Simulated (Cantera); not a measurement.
Feed: 1 mol Si₂Cl₆, 37 mol NH₃, 1.7 mol N₂, held at 0.220 bar.

Method: chemical equilibrium by Gibbs-energy minimisation in Cantera with the NASA 1993 tables (ideal gas, pure condensed phases). Candidate condensed phases: NH₄Cl, Si, Si₃N₄; 28 gas species. The feed counts by its element totals alone. Gases not in the tables: Si₂H₆ and higher silanes. Kinetics and transport are ignored.

### Question
Which condensed phases are stable at each of these points (T (K)): 825, 925, 1025, 1125, 1225, 1325, 1425, 1525, 1625, 1725, 1825, 1925?

### Answer
| T (K) | condensed phases | Si condensed (%) |
|---|---|---|
| 825 | Si₃N₄(s) | 99.7 |
| 925 | Si₃N₄(s) | 99.8 |
| 1025 | Si₃N₄(s) | 99.9 |
| 1125 | Si₃N₄(s) | 99.9 |
| 1225 | Si₃N₄(s) | 99.9 |
| 1325 | Si₃N₄(s) | 99.8 |
| 1425 | Si₃N₄(s) | 99.5 |
| 1525 | Si₃N₄(s) | 98.4 |
| 1625 | Si₃N₄(s) | 95.0 |
| 1725 | Si₃N₄(s) | 87.1 |
| 1825 | Si₃N₄(s) | 73.0 |
| 1925 | Si(l) | 54.8 |

From 825 K to 1825 K the condensed part is Si₃N₄(s). At 1925 K the condensed part is Si(l).
